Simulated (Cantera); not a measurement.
**Thermodynamics of silicon nitride deposition, feed SiH2Cl2 + NH3 + N2**

Charge: 1 mol SiH2Cl2, 0.4 mol NH3, 37 mol N2, held at 0.000250 bar.

These are equilibrium values from Cantera (NASA tables, ideal gas, pure condensed phases), not measurements of a reactor. Candidate condensed phases: NH4Cl, Si, Si3N4; 28 gas species. The tables' values for SiCl, SiCl3, SiN are old estimates; treat these amounts as uncertain. The numbers say what is thermodynamically allowed, not how fast it happens.

From 1300 K to 1550 K the condensed part is Si3N4(s). From 1600 K to 1650 K the condensed part is Si(s). From 1700 K to 1750 K the condensed part is Si(l). From 1800 K to 1900 K nothing is condensed. The main Si-bearing gas is SiCl2 at 1300 K and Si at 1900 K.

| T (K) | log p N2 | log p HCl | log p H2 | log p SiCl2 | log p Si | log p H | log p Cl | log p SiCl | n Si3N4(s) | n Si(s) | n Si(l) |
|---|---|---|---|---|---|---|---|---|---|---|---|
| 1300 | -3.63 | -4.98 | -5.31 | -6.00 | -12.14 | -8.61 | -8.35 | -10.75 | 0.278 | 0 | 0 |
| 1350 | -3.63 | -5.04 | -5.25 | -5.78 | -11.11 | -8.25 | -8.11 | -10.04 | 0.244 | 0 | 0 |
| 1400 | -3.63 | -5.11 | -5.20 | -5.62 | -10.16 | -7.91 | -7.91 | -9.41 | 0.205 | 0 | 0 |
| 1450 | -3.63 | -5.20 | -5.16 | -5.51 | -9.27 | -7.60 | -7.73 | -8.83 | 0.168 | 0 | 0 |
| 1500 | -3.63 | -5.30 | -5.12 | -5.43 | -8.44 | -7.32 | -7.58 | -8.31 | 0.134 | 0 | 0 |
| 1550 | -3.63 | -5.40 | -5.09 | -5.37 | -7.66 | -7.05 | -7.45 | -7.83 | 0.105 | 0 | 0 |
| 1600 | -3.63 | -5.48 | -5.08 | -5.34 | -7.01 | -6.80 | -7.31 | -7.43 | 0 | 0.249 | 0 |
| 1650 | -3.63 | -5.49 | -5.08 | -5.34 | -6.57 | -6.58 | -7.09 | -7.16 | 0 | 0.216 | 0 |
| 1700 | -3.63 | -5.49 | -5.09 | -5.35 | -6.17 | -6.38 | -6.89 | -6.91 | 0 | 0 | 0.143 |
| 1750 | -3.64 | -5.49 | -5.10 | -5.36 | -5.82 | -6.18 | -6.69 | -6.69 | 0 | 0 | 0.00810 |
| 1800 | -3.64 | -5.41 | -5.13 | -5.41 | -5.71 | -6.01 | -6.41 | -6.61 | 0 | 0 | 0 |
| 1850 | -3.64 | -5.34 | -5.16 | -5.47 | -5.61 | -5.85 | -6.14 | -6.55 | 0 | 0 | 0 |
| 1900 | -3.64 | -5.28 | -5.20 | -5.55 | -5.52 | -5.70 | -5.91 | -6.51 | 0 | 0 | 0 |
log p: log10 of the partial pressure in bar; n: condensed amount in mol.
